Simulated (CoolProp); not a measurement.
Properties of C2F6 (R116) along the isobar 0.101 MPa (Tc = 19.9 °C, pc = 3.048 MPa, ω = 0.257).

Computed with CoolProp (reference Helmholtz-energy equation of state, Lemmon 2006). It is a short technical equation, of lower accuracy than the large ones.

```csv
T (°C),phase,Z,speed of sound (m/s)
-90.25,liquid,[?],611.5
-85.05,liquid,0.005450,589.2
-79.95,liquid,0.005379,567.4
-74.75,gas,0.9577,[?]
-69.55,gas,0.9614,113.1
-64.35,gas,[?],114.8
-59.25,gas,0.9675,116.3
-54.05,gas,0.9701,[?]
-48.85,gas,0.9724,119.4
-43.65,gas,0.9745,120.9
-38.55,gas,0.9764,122.3
-33.35,gas,0.9781,123.7
-28.15,gas,0.9796,125.1
-22.95,gas,0.9810,126.5
-17.75,gas,0.9823,[?]
-12.65,gas,0.9834,129.2
```

Complete the blanks.


- -90.25, Z: 0.005530
- -74.75, speed of sound (m/s): 111.5
- -64.35, Z: 0.9647
- -54.05, speed of sound (m/s): 117.9
- -17.75, speed of sound (m/s): 127.9
